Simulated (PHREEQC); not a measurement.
Dissolve 0.003 mol/kgw HF, 0.00053 mol/kgw KF and 0.001 mol/kgw H2SO4 at 55 °C. Closed to the air; pH follows from the charge balance.

Model: ion-association model, phreeqc.dat, run in PHREEQC.

```json
[
 {"quantity": "pH", "before": "2.75", "after": "2.80"},
 {"quantity": "HF (mol/kgw)", "before": "0.00287", "after": "0.00161"},
 {"quantity": "F- (mol/kgw)", "before": "0.000647", "after": "0.000410"}
]
```

Task: What was changed between the two runs?
(A) 0.0014 mol/kgw (CH3)4NF added
(B) H2SO4 left out
(C) HF from 0.003 to 0.0015 mol/kgw
(D) diluted 2-fold with water
(E) temperature from 55 to 65 °C

Result: C, HF from 0.003 to 0.0015 mol/kgw

Precipitation was switched off in this run. Constants without temperature data keep their 25 °C values here.
